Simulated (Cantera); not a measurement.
**Equilibrium for halide evaporation, hydrolysis and transport: CsF + O2 + N2**

Charge: 1 mol CsF, 2.4 mol O2, 15 mol N2, equilibrated at 1475 K and 0.150 Pa.

Cantera equilibrium calculation (NASA polynomials, part measured and part estimated; ideal gas, pure solids and liquids). Candidate condensed phases: Cs, CsF; 23 gas species. The numbers say what is thermodynamically allowed, not how fast it happens.

```yaml
x(N2): 0.814
x(O2): 0.130
x(CsF): 0.0543
x(NO): 0.000863
x(O): 0.000844
x(F): 5.11e-5
x(Cs): 5.11e-5
gas_amount: 18.41 mol
log10 activity of Cs(l) (absent): -11.41
```
